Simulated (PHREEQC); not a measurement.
NaHCO3 is added in steps, without added water, to 1 kg of water holding 0.011 mol/kgw ZnCl2, 8.4e-05 mol/kgw NaCl and 0.0037 mol/kgw MnSO4, at 60 °C. The system is closed to oxygen. No CO2 enters from the air. Only these solids could form: Rhodochrosite, Pyrochroite, Zn(OH)2-e, Smithsonite, Zn4(OH)6SO4, Zn5(OH)8Cl2, Halite, Mirabilite, Goslarite, Nahcolite, Natron.

Base run: PHREEQC, ion-association model, wateq4f.dat. Each further column changes one thing. The table gives Mn in solution (mol/kgw).

| NaHCO3 added (mol) | base | database phreeqc.dat | metal-ligand complexes left out | Debye-Hückel limiting law | Davies equation for every ion |
|---|---|---|---|---|---|
| 0 | 0.00370 | 0.00370 | 0.00370 | 0.00370 | 0.00370 |
| 0.00165 | 0.00304 | 0.00304 | ___ | 0.00305 | 0.00304 |
| 0.00385 | 0.00207 | 0.00206 | 0.00196 | 0.00209 | 0.00207 |
| 0.0055 | 0.00137 | 0.00136 | 0.00135 | 0.00140 | 0.00137 |
| 0.00715 | 0.00122 | 0.00119 | 0.00126 | 0.00124 | 0.00122 |
| 0.00935 | 0.00111 | 0.00109 | 0.00115 | 0.00113 | 0.00112 |
| 0.011 | 0.00103 | 0.00101 | 0.00106 | 0.00105 | 0.00103 |
| 0.01265 | 0.000950 | 0.000929 | 0.000975 | 0.000965 | 0.000953 |
| 0.01485 | 0.000841 | 0.000823 | ___ | 0.000857 | 0.000845 |
| 0.0165 | 0.000761 | 0.000745 | ___ | 0.000777 | 0.000764 |
| 0.01815 | 0.000681 | 0.000667 | ___ | 0.000697 | 0.000684 |
| 0.02035 | 0.000575 | 0.000564 | 0.000579 | 0.000592 | 0.000579 |
| 0.022 | 0.000498 | 0.000488 | 0.000497 | 0.000515 | 0.000501 |

Q: What belongs in the gaps?

A: 
- 0.00165, metal-ligand complexes left out: 0.00298
- 0.01485, metal-ligand complexes left out: 0.000861
- 0.0165, metal-ligand complexes left out: 0.000775
- 0.01815, metal-ligand complexes left out: 0.000691

At this temperature some constants are extrapolated from 25 °C, and those without enthalpy data are left unchanged. phreeqc.dat and wateq4f.dat share most of their constants, so their agreement is no independent check. Solids allowed in the column 'database phreeqc.dat': Rhodochrosite, Pyrochroite, Halite, Zn(OH)2(e), Smithsonite.
